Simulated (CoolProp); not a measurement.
Vapour-liquid equilibrium of n-pentane (1) + the fluoroketone C6F12O (FK-5-1-12) (2) at 298.3 K; x and y are mole fractions of (1).

The numbers come from the multi-fluid Helmholtz-energy mixture model, Thol 2019 and McLinden 2015; pair parameters Bell 2016 in CoolProp.

Q: Give the bubble pressure and the first vapour's composition at x = 0.2, 0.8, 0.95. Is there an azeotrope?

A: x = 0.2: 0.07449 MPa, y = 0.541; x = 0.8: 0.08868 MPa, y = 0.693; x = 0.95: 0.07936 MPa, y = 0.833. y crosses x between x = 0.65 and 0.8: the model has an azeotrope there.

Pair parameters are fitted to limited data, so mixtures are less certain than the pure fluids. With so large a gap from Raoult's law the liquid may split in two, which this calculation doesn't test in full.
